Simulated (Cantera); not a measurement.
A Cantera script and what it prints.

```python
import numpy as np
import cantera as ct

gas_names = """
    CL CLO CL2 H HCL HOCL HO2 H2 H2O H2O2 O OH O2 O3 Ti TiCL TiCL2 TiCL3 TiCL4 TiO TiOCL TiOCL2 TiO2
""".split()
cond_names = """
    H2O(s) H2O(L) Ti(a) Ti(b) Ti(L) TiCL2(s) TiCL3(s) TiCL4(L) TiO(a) TiO(b) TiO(L) TiO2(ru) TiO2(L)
    Ti2O3(a) Ti2O3(b) Ti2O3(L) Ti3O5(a) Ti3O5(b) Ti3O5(L) Ti4O7(s) Ti4O7(L)
""".split()


def load(file, names, dense=False):
    # The tables refer to 1 bar. Condensed volumes are neglected.
    table = {s.name: s for s in ct.Species.list_from_file(file)}
    out = []
    for n in names:
        d = dict(table[n].input_data)
        d["thermo"] = dict(d["thermo"], **{"reference-pressure": 1e5})
        if dense:
            d["equation-of-state"] = {"model": "constant-volume", "density": "1e6 g/cm^3"}
        out.append(ct.Species.from_dict(d))
    return out


gas = ct.Solution(thermo="ideal-gas", species=load("nasa_gas.yaml", gas_names))
cond = {s.name: ct.Solution(thermo="fixed-stoichiometry", species=[s], name=s.name)
        for s in load("nasa_condensed.yaml", cond_names, dense=True)}
atoms = {
    'TiO2': {'Ti': 1, 'O': 2},
    'HCl': {'H': 1, 'CL': 1},
}
top_T = {'TiCL2(s)': 1300, 'TiCL3(s)': 1000}  # K; cautious upper limits of use, not melting points


def equilibrate(T, P, feed):
    n = {}
    for name, mol in feed.items():
        for a, k in atoms[name].items():
            n[a] = n.get(a, 0.0) + k * mol
    gas.TPX = T, P, n
    mass = sum(n.values()) * gas.mean_molecular_weight
    gas.equilibrate("TP")
    valid = [c for c in cond.values() if c.min_temp <= T <= top_T.get(c.name, c.max_temp)]
    mix = ct.Mixture([(gas, mass / gas.mean_molecular_weight)] + [(c, 0.0) for c in valid])
    mix.T, mix.P = T, P
    mix.equilibrate("TP", solver="vcs", rtol=1e-11, max_steps=5000)
    return mix


results = []
feed = {'TiO2': 1, 'HCl': 64}  # mol
T = 1298  # K
P = 14000  # Pa
mix = equilibrate(T, P, feed)
results.append((T, P, feed, dict(zip(mix.species_names, mix.species_moles))))
print(gas.report(threshold=0.0001))
for i in range(1, mix.n_phases):
    print(f"{mix.phase(i).name:16s} {mix.phase_moles(i):12.5e} mol")
```

Output:

```
       temperature   1298 K
          pressure   14000 Pa
           density   0.04762 kg/m^3
  mean mol. weight   36.709 kg/kmol
   phase of matter   gas

                          1 kg             1 kmol
                     ---------------   ---------------
          enthalpy       -1.7289e+06       -6.3464e+07  J
   internal energy       -2.0228e+06       -7.4257e+07  J
           entropy            6776.1        2.4874e+05  J/K
    Gibbs function       -1.0524e+07       -3.8633e+08  J
 heat capacity c_p            909.48             33386  J/K
 heat capacity c_v            682.99             25072  J/K

                      mass frac. Y      mole frac. X     chem. pot. / RT
                     ---------------   ---------------   ---------------
                CL        0.00019679        0.00020378           -20.986
               HCL           0.98626           0.99305           -35.506
                H2         7.618e-06        0.00013872           -29.041
               H2O         0.0021493         0.0043796           -55.546
             TiCL4           0.01129         0.0021852           -130.11
     [  +18 minor]        9.5299e-05         4.389e-05

Ti(b)             0.00000e+00 mol
TiCL2(s)          0.00000e+00 mol
TiCL4(L)          0.00000e+00 mol
TiO(b)            0.00000e+00 mol
TiO2(ru)          8.60142e-01 mol
Ti2O3(b)          0.00000e+00 mol
Ti3O5(b)          0.00000e+00 mol
Ti4O7(s)          0.00000e+00 mol
```

These are equilibrium values from Cantera (NASA tables, ideal gas, pure condensed phases), not measurements of a reactor.
